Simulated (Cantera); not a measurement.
A closed system holds: 1 mol B, 4.6 mol O2, 96 mol H2, equilibrated at 1600 Pa.

Cantera equilibrium calculation (NASA polynomials, part measured and part estimated; ideal gas, pure solids and liquids). Candidate condensed phases: B, B2O3, B3O3H3, H2O; 23 gas species. Gases not in the tables: H3BO3. The numbers say what is thermodynamically allowed, not how fast it happens. All values below are at 1298 K.

Base state: H2 0.917, H2O 0.0766, HBO2 0.00658, (HBO2)3 2.23e-5, B2O3 1.10e-5, HBO 1.01e-5 (mole fractions); condensed: B2O3(l).

Problem. What changes in the equilibrium state with this change: O2 from 4.6 to 9.1 mol?

Solution. 
| species | before | after |
|---|---|---|
| H2 | 0.917 | 0.822 |
| H2O | 0.0766 | 0.168 |
| HBO2 | 0.00658 | 0.00974 |
| (HBO2)3 | 2.23e-5 | 7.23e-5 |
| HBO | 1.01e-5 | 6.09e-6 |
| B2O3 | 1.10e-5 | 1.10e-5 |
| B2O3(l), mol | 0.179 | 0.0184 |
